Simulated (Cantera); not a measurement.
Feed: 1 mol Si, 0.5 mol CO2, 48 mol H2, equilibrated at 0.00180 Torr.

Equilibrium computed with Cantera from the NASA thermochemical tables; the gas is ideal and each condensed phase is pure. Candidate condensed phases: C, C6H6, C7H8, C8H18, H2O, Si, SiC, SiO2; 123 gas species. The numbers say what is thermodynamically allowed, not how fast it happens.

Which condensed phases are stable at each of these points (T (K)): 1323, 1373, 1423, 1473, 1523, 1573, 1623, 1673?


| T (K) | condensed phases | Si condensed (%) |
|---|---|---|
| 1323 | SiC(s) | 25.0 |
| 1373 | SiC(s) | 24.9 |
| 1423 | SiC(s) | 24.6 |
| 1473 | SiC(s) | 23.5 |
| 1523 | SiC(s) | 20.1 |
| 1573 | SiC(s) | 11.4 |
| 1623 | gas only | 0.0 |
| 1673 | gas only | 0.0 |

From 1323 K to 1573 K the condensed part is SiC(s). From 1623 K to 1673 K nothing is condensed.
